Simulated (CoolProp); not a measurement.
Vapour-liquid equilibrium of CH3F (R41) (1) + chloromethane (R40) (2) at -7.35 °C; x and y are mole fractions of (1).

Model: multi-fluid Helmholtz-energy mixture model, Lemmon 2006 and Thol 2014; pair parameters Bell 2016, in CoolProp.

```csv
x,"bubble pressure, mixture model (kPa)","bubble pressure, Raoult's law (kPa)","y, mixture model","y, Raoult's law"
0.05,273.7,271.6,0.296,0.306
0.125,387.0,381.4,0.527,0.545
0.2,499.7,491.2,0.654,0.677
0.275,611.0,601.0,0.734,0.761
0.35,720.2,710.8,0.790,0.819
0.425,827.2,820.7,0.831,0.861
0.5,932.3,930.5,0.864,0.893
0.575,1036,1040,0.890,0.919
0.65,1139,1150,0.913,0.940
0.725,1243,1260,0.933,0.957
0.8,1350,1370,0.952,0.971
0.875,1460,1480,0.970,0.983
0.95,1578,1589,0.988,0.994
```

The largest gap from Raoult's law is +1.7 % in bubble pressure, at x = 0.2. No azeotrope shows between x = 0.05 and 0.95.

The pair parameters rest on a limited set of measurements; away from them the model extrapolates. The gap from Raoult's law changes sign with composition, which may be real or a fault of the pair parameters; it wasn't checked against measurements.
